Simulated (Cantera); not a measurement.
An adiabatic, constant-pressure homogeneous reactor starts with CH₄ : H₂ : O₂ : N₂ : H₂O = 1 : 0.15 : 0.865 : 3.25 : 0.17 (molar parts), at 1350 K and 54000 Pa. Integrator tolerance rtol = 1e-08.

Computed with Cantera and GRI-Mech 3.0 (53 species, 325 reactions).

| quantity | before | after |
|---|---|---|
| time of steepest temperature rise | 6.84 ms | 0.811 ms |
| temperature at 1.00 s | 2184 K | 2199 K |
| equilibrium temperature | 2184 K | 2199 K |
| x(CH₄) at 1.00 s | 5.50e-11 (gas-phase equilibrium 6.29e-11) | 7.95e-9 (gas-phase equilibrium 9.04e-9) |
| x(H₂) at 1.00 s | 0.228 (gas-phase equilibrium 0.228) | 0.230 (gas-phase equilibrium 0.230) |
| x(O₂) at 1.00 s | 5.74e-7 (gas-phase equilibrium 5.74e-7) | 5.59e-8 (gas-phase equilibrium 5.59e-8) |
| x(HO₂) at 1.00 s | 3.57e-10 (gas-phase equilibrium 3.57e-10) | 1.23e-10 (gas-phase equilibrium 1.23e-10) |
| x(H₂O₂) at 1.00 s | 2.22e-10 (gas-phase equilibrium 2.22e-10) | 2.55e-10 (gas-phase equilibrium 2.55e-10) |
| x(C₂H₂) at 1.00 s | <1e-12 (gas-phase equilibrium <1e-12) | 4.92e-12 (gas-phase equilibrium 5.59e-12) |

Problem. What was changed between the two runs?
(A) initial temperature 1350 to 1675 K
(B) constant volume in place of constant pressure
(C) pressure from 54000 Pa to 670000 Pa
(D) initial temperature 1350 to 1300 K

Solution. C, pressure from 54000 Pa to 670000 Pa
